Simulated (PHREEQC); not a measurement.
Solution (29 °C): 0.0077 mol/kgw CaSO4, 0.000295 mol/kgw Na2HPO4 and 0.074 mol/kgw KCl. Closed to the air; pH follows from the charge balance.

The numbers come from PHREEQC with the ion-association model, wateq4f.dat.

**Question.** The ionic strength comes out as 0.0988 mol/kgw. What activity coefficients do NaSO4-, KSO4-, OH-, H2PO4-, Ca+2 get?

**Answer.** NaSO4- 0.79, KSO4- 0.79, OH- 0.76, H2PO4- 0.79, Ca+2 0.39.

This is a speciation only: nothing precipitates in the calculation. The solution is supersaturated, for example in Hydroxyapatite, so a real one may precipitate; this is no full list. Complexes and solids missing from the database can't appear. H3PO4, which wateq4f.dat lacks, is added to it with the constant of phreeqc.dat.
